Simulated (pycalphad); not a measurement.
Computed with pycalphad from the COST 507 light-alloy database (1999), at 1 atm. No gas phase is included, though pure Mn would boil below 2350 K. The data set is of 1999 and partly superseded. Diffusion is slow at the low end, where real alloys seldom reach equilibrium.

Task: How does the equilibrium phase assembly of Mn-14.77Si (at.%) change on cooling from 2350 K to 510 K?

Result: 
| T (K) | phases above | phases below |
|---|---|---|
| 1374.0 | liquid | β-Mn + liquid |
| 1313 ± 1 | β-Mn + liquid | β-Mn + MN9SI2 |
| 918 ± 1 | β-Mn + MN9SI2 | β-Mn + MN6SI |
| 870.6 | β-Mn + MN6SI | α-Mn + MN6SI |
Changes were sought between steps of 40 K, so a narrower field can be missed.

Database names, with the compositions (at.%) that they take in these runs: MN9SI2: Mn 82 Si 18; MN6SI: Mn 85 Si 15.
